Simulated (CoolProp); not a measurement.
Vapour-liquid equilibrium of cyclohexane (1) + n-nonane (2) at 143 kPa; x and y are mole fractions of (1).

Values from CoolProp's multi-fluid Helmholtz-energy mixture model, Zhou 2014 and Lemmon 2006; pair parameters Bell 2016.

Give the bubble temperature and the first vapour's composition at x = 0.05, 0.85, 0.95. Is there an azeotrope?

x = 0.05: 156.9 °C, y = 0.200; x = 0.85: 98.2 °C, y = 0.978; x = 0.95: 94.4 °C, y = 0.994. No azeotrope shows between x = 0.05 and 0.95.

The pair parameters rest on a limited set of measurements; away from them the model extrapolates.
